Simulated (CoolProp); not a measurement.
Properties of carbonyl sulfide along the isotherm 117.05 °C.

Computed with CoolProp (reference Helmholtz-energy equation of state, Lemmon 2006). It is a short technical equation, of lower accuracy than the large ones.

| p (MPa) | phase | Z | speed of sound (m/s) | Joule-Thomson coefficient (K/MPa) | isothermal compressibility (1/MPa) | expansivity (1/kK) |
|---|---|---|---|---|---|---|
| 0.101 | gas | 0.9952 | 256.2 | 10.57 | 9.949 | 2.602 |
| 0.17 | gas | 0.9918 | 255.7 | 10.60 | 5.931 | 2.629 |
| 0.287 | gas | 0.9861 | 254.7 | 10.64 | 3.534 | 2.676 |
| 0.484 | gas | 0.9764 | 253.1 | 10.71 | 2.117 | 2.759 |
| 0.817 | gas | 0.9597 | 250.3 | 10.83 | 1.277 | 2.910 |
| 1.38 | gas | 0.9305 | 245.4 | 11.05 | 0.7817 | 3.202 |
| 2.33 | gas | 0.8778 | 236.7 | 11.42 | 0.4952 | 3.838 |
| 3.93 | gas | 0.7762 | 220.2 | 12.08 | 0.3449 | 5.657 |
| 6.63 | supercritical | 0.5195 | 185.3 | 12.04 | 0.4302 | 22.60 |
| 11.2 | supercritical | 0.2981 | 340.8 | 1.711 | 0.03357 | 8.765 |
| 18.9 | supercritical | 0.4374 | 481.0 | 0.5200 | 0.01104 | 4.157 |
| 31.8 | supercritical | 0.6681 | 615.9 | 0.02317 | 0.005340 | 2.631 |
